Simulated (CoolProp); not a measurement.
Vapour-liquid equilibrium of dimethyl carbonate (1) + n-heptane (2) at 322.5 K; x and y are mole fractions of (1).

The numbers come from the multi-fluid Helmholtz-energy mixture model, Zhou 2011 and Span 2003; pair parameters Bell 2016 in CoolProp.

Task: Give the bubble pressure and the first vapour's composition at x = 0.425, 0.65, 0.8. Is there an azeotrope?

Result: x = 0.425: 0.03160 MPa, y = 0.559; x = 0.65: 0.03180 MPa, y = 0.594; x = 0.8: 0.03108 MPa, y = 0.637. y crosses x between x = 0.575 and 0.65: the model has an azeotrope there.

The pair parameters rest on a limited set of measurements; away from them the model extrapolates. With so large a gap from Raoult's law the liquid may split in two, which this calculation doesn't test in full.
